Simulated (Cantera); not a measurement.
Input (Python, Cantera):

```python
import numpy as np
import cantera as ct

gas = ct.Solution("gri30.yaml")
gas.TPX = 1298, 1333, {'N2O': 1, 'H2': 0.013, 'N2': 1.2}
reactor = ct.IdealGasConstPressureReactor(gas, energy="off", clone=False)
net = ct.ReactorNet([reactor])
net.rtol, net.atol = 1e-08, 1e-18
show = ['N2O', 'H2', 'NO2', 'H2O', 'NO', 'OH', 'O2']
times = np.geomspace(0.0001, 10, 9)

steps = ct.SolutionArray(gas, extra=["t"])
rows = []
print(f"{'t/s':>10s}{'T/K':>9s}{'P/Pa':>11s}" + "".join(f"{s:>11s}" for s in show))
for t in times:
    while net.time < t:
        t_next = net.step()
        steps.append(gas.state, t=t_next)
    rows.append([np.interp(t, steps.t, y) for y in (steps.T, steps.P, *steps(*show).X.T)])
    print(f"{t:10.3e}{rows[-1][0]:9.1f}{rows[-1][1]:11.4g}" + "".join(f"{x:11.3e}" for x in rows[-1][2:]))
rate = np.gradient(steps.T, steps.t)
print("integrator steps:", len(steps.t))
if steps.T.max() > steps.T[0] + 200:
    print(f"time of steepest temperature rise: {steps.t[rate.argmax()]:.4e} s")
gas.TPX = 1298, 1333, {'N2O': 1, 'H2': 0.013, 'N2': 1.2}
gas.equilibrate("TP")
print(f"equilibrium (TP): T = {gas.T:.1f} K  " + "  ".join(f"{s} {gas[s].X[0]:.3e}" for s in show))
```

Output:

```
       t/s      T/K       P/Pa        N2O         H2        NO2        H2O         NO         OH         O2
 1.000e-04   1298.0       1333  4.519e-01  5.874e-03  3.694e-17  2.657e-09  2.030e-08  3.935e-08  5.749e-08
 4.217e-04   1298.0       1333  4.519e-01  5.874e-03  2.951e-14  2.085e-07  3.060e-07  6.930e-07  8.388e-07
 1.778e-03   1298.0       1333  4.518e-01  5.860e-03  5.433e-11  1.016e-05  3.170e-06  6.705e-06  7.915e-06
 7.499e-03   1298.0       1333  4.515e-01  5.625e-03  3.254e-08  2.282e-04  2.280e-05  2.836e-05  4.392e-05
 3.162e-02   1298.0       1333  4.490e-01  3.774e-03  1.693e-06  2.059e-03  1.247e-04  5.153e-05  2.332e-04
 1.334e-01   1298.0       1333  4.433e-01  7.515e-04  2.003e-05  5.092e-03  4.264e-04  3.344e-05  1.149e-03
 5.623e-01   1298.0       1333  4.318e-01  1.795e-05  9.188e-05  5.812e-03  1.579e-03  1.906e-05  4.945e-03
 2.371e+00   1298.0       1333  3.896e-01  5.331e-08  1.376e-04  5.728e-03  6.235e-03  2.120e-05  1.981e-02
 1.000e+01   1298.0       1333  2.572e-01  5.666e-08  1.031e-04  5.410e-03  2.085e-02  2.200e-05  6.665e-02
integrator steps: 1542
equilibrium (TP): T = 1298.0 K  N2O 2.891e-09  H2 8.213e-09  NO2 4.355e-07  H2O 4.800e-03  NO 3.715e-04  OH 6.402e-06  O2 1.822e-01
```

Model: GRI-Mech 3.0 (53 species, 325 reactions), integrated in Cantera. GRI-Mech 3.0 was tuned for natural gas; its chemistry of N2O as a main component is partial and can be far from experiment. Radical loss at walls, strong at low pressure, is not modelled. The mechanism lacks the step 2 NO + O2 → 2 NO2, which can matter for NO2 below about 1400 K. The temperature is held fixed by assumption; the heat of reaction is taken as removed at once.
